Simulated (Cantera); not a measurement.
## Adiabatic ignition

An adiabatic, constant-pressure homogeneous reactor starts with 23.6 % H2, 15.0 % O2, 56.2 % N2, 5.20 % H2O, at 1525 K and 1.00 bar.

Computed with Cantera and the H2/O2 subset of GRI-Mech 3.0, which has no nitrogen chemistry.

```tsv
t (s)	T (K)	x H2	x O2	x H2O	x OH	x O	x HO2	x H
5.00e-6	1525	0.236	0.150	0.0520	6.84e-6	7.34e-6	3.28e-6	4.18e-5
1.68e-5	1829	0.0469	0.0544	0.198	0.0228	0.0287	2.76e-5	0.0758
5.62e-5	2392	0.0385	0.0435	0.238	0.0329	0.0168	1.01e-5	0.0293
0.000188	2706	0.0252	0.0378	0.270	0.0308	0.00870	1.06e-5	0.0112
0.000631	2732	0.0237	0.0373	0.273	0.0302	0.00803	1.12e-5	0.00995
0.00212	2732	0.0237	0.0373	0.273	0.0302	0.00803	1.12e-5	0.00995
0.00709	2732	0.0237	0.0373	0.273	0.0302	0.00803	1.12e-5	0.00995
0.0238	2732	0.0237	0.0373	0.273	0.0302	0.00803	1.12e-5	0.00995
0.0797	2732	0.0237	0.0373	0.273	0.0302	0.00803	1.12e-5	0.00995
0.267	2732	0.0237	0.0373	0.273	0.0302	0.00803	1.12e-5	0.00995
0.895	2732	0.0237	0.0373	0.273	0.0302	0.00803	1.12e-5	0.00995
3.00	2732	0.0237	0.0373	0.273	0.0302	0.00803	1.12e-5	0.00995
```
x: mole fraction; the columns are a selection and need not sum to one.

The time of steepest temperature rise is 13.0 µs. The temperature at 3.00 s comes out as 2732 K, the equilibrium temperature is 2732 K and the x(H2) at 3.00 s is 0.0237 (gas-phase equilibrium 0.0237). The x(O2) at 3.00 s is 0.0373 (gas-phase equilibrium 0.0373). The x(H2O) at 3.00 s comes out as 0.273 (gas-phase equilibrium 0.273).
